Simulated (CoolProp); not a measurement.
20 sccm (0 °C, 1 atm) of nitrogen bubbles through liquid n-undecane at 345.1 K and leaves saturated at a total pressure of 0.00444 MPa (ideal gas phase). Each further row changes one setting.

Model: reference Helmholtz-energy equation of state, Aleksandrov 2011, in CoolProp. It is a short technical equation, of lower accuracy than the large ones.

```tsv
case	vapour pressure (kPa)	mole fraction of vapour	delivery (mg/min)	delivery (sccm)	change of delivery for a bath 1 K warmer (%)
as stated	1.15	___	48.7	6.99	___
bath temperature 350.1 K	___	0.336	70.6	10.1	8.1
total pressure 0.00888 MPa	1.15	0.129	20.7	2.97	___
```

What belongs in the gaps?


- as stated, mole fraction of vapour: 0.259
- as stated, change of delivery for a bath 1 K warmer (%): 7.5
- bath temperature 350.1 K, vapour pressure (kPa): 1.49
- total pressure 0.00888 MPa, change of delivery for a bath 1 K warmer (%): 6.3
